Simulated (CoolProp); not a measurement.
Dimethyl ether along the isobar 0.42 MPa: Z from the reference equation and from simpler models built on Tc = 400.4 K, pc = 5.337 MPa, ω = 0.196; each cubic takes its own stable root.

The numbers come from the reference Helmholtz-energy equation of state, Wu 2011 in CoolProp.

```
T (K)   phase  reference
-----  ------  ---------
187    liquid    0.01527
219.8  liquid    0.01369
252.7  liquid    0.01262
285.6  liquid    0.01196
318.5     gas     0.9371
351.4     gas     0.9557
384.3     gas     0.9673
417.2     gas     0.9750
450       gas     0.9804
```

Problem. How far does each simpler model (van der Waals, Redlich-Kwong, Soave-Redlich-Kwong, Peng-Robinson) lie from the reference over these 9 states: mean and median of the absolute difference, and the worst?

Solution. 
- van der Waals: mean 1687.7 %, median 2.3 %, worst +7808.0 % at 285.6 K and 0.42 MPa
- Redlich-Kwong: mean 853.9 %, median 1.0 %, worst +7649.2 % at 285.6 K and 0.42 MPa
- Soave-Redlich-Kwong: mean 4.4 %, median 0.7 %, worst +10.0 % at 187 K and 0.42 MPa
- Peng-Robinson: mean 1.4 %, median 0.3 %, worst -3.5 % at 252.7 K and 0.42 MPa

At some of these states van der Waals, Redlich-Kwong gives the other phase, because its saturation line lies elsewhere.
